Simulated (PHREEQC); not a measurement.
A column of 1 m (30 cells, dispersivity 0.035 m, 60 s a shift, diffusion coefficient 3e-10 m²/s) holds 0.0084 eq of the database's cation exchanger X per kg of pore water, first in equilibrium with 50 mmol/kgw NaCl, 11 mmol/kgw MnCl2 and 0.01 mmol/kgw HCl. It is flushed with 0.32 mmol/kgw KBr, 5.2 mmol/kgw ZnCl2 and 0.01 mmol/kgw HCl, at 25 °C. Values are for the last cell. CO2 from the air is kept out. Nothing may precipitate in this run.

Model: ion-association model, phreeqc.dat, run in PHREEQC.

```csv
pore volumes,Zn in solution (mol/kgw),K in solution (mol/kgw),Br in solution (mol/kgw),Na in solution (mol/kgw)
0,0,0,0,0.0500
0.2833,0,3.14e-13,1.96e-11,0.0500
0.55,(withheld),(withheld),4.66e-6,0.0494
0.8167,1.66e-5,2.49e-5,8.40e-5,0.0386
1.217,0.000189,0.000153,0.000259,0.0120
1.483,0.000857,(withheld),0.000304,0.00384
1.75,0.00248,0.000306,(withheld),0.000998
2.017,(withheld),0.000321,0.000319,0.000227
2.283,0.00473,(withheld),0.000320,4.75e-5
2.55,0.00503,0.000321,0.000320,(withheld)
2.817,0.00514,0.000321,0.000320,1.81e-6
3.217,0.00519,0.000320,0.000320,1.46e-7
3.483,0.00520,0.000320,0.000320,2.66e-8
3.75,0.00520,0.000320,0.000320,4.80e-9
4.017,0.00520,0.000320,0.000320,8.57e-10
```

Fill in the missing entries.


- 0.55, Zn in solution (mol/kgw): 2.22e-7
- 0.55, K in solution (mol/kgw): 6.59e-7
- 1.483, K in solution (mol/kgw): 0.000251
- 1.75, Br in solution (mol/kgw): 0.000316
- 2.017, Zn in solution (mol/kgw): 0.00397
- 2.283, K in solution (mol/kgw): 0.000322
- 2.55, Na in solution (mol/kgw): 9.44e-6

Species that the database lacks are ignored.
